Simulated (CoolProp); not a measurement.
Vapour-liquid equilibrium of R1234ze(E) (1) + R227EA (2) at 289.6 K; x and y are mole fractions of (1).

Model: multi-fluid Helmholtz-energy mixture model, Thol 2016 and Lemmon 2016; pair parameters Bell 2023, in CoolProp.

Task: Give the bubble pressure and the first vapour's composition at x = 0.05, 0.15, 0.35. Is there an azeotrope?

Result: x = 0.05: 350.0 kPa, y = 0.057; x = 0.15: 355.7 kPa, y = 0.167; x = 0.35: 365.8 kPa, y = 0.375. No azeotrope shows between x = 0.05 and 0.95.

The pair parameters rest on a limited set of measurements; away from them the model extrapolates.
